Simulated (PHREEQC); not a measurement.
Solution (65 °C): 0.0039 mol/kgw HF, 0.091 mol/kgw NaF, 0.0018 mol/kgw H4SiO4 and 0.0011 mol/kgw H3PO4. Closed to the air; pH follows from the charge balance.

Model: ion-association model, phreeqc.dat, run in PHREEQC.

No solid was allowed to form.

### Question
Order these F species by the share of F that they hold, largest first: NaF, HF, HF2-, SiF6-2, F-.

### Answer
F- (90 %), SiF6-2 (6.5 %), NaF (2.6 %), HF (0.70 %), HF2- (0.53 %)

The pH is 5.49 and the ionic strength 0.0896 mol/kgw. The solution is supersaturated, for example in Quartz (slow to form), so a real one may precipitate; this is no full list. Complexes and solids missing from the database can't appear. At this temperature some constants are extrapolated from 25 °C, and those without enthalpy data are left unchanged. SiF6-2 is the database's only silicon fluoride.
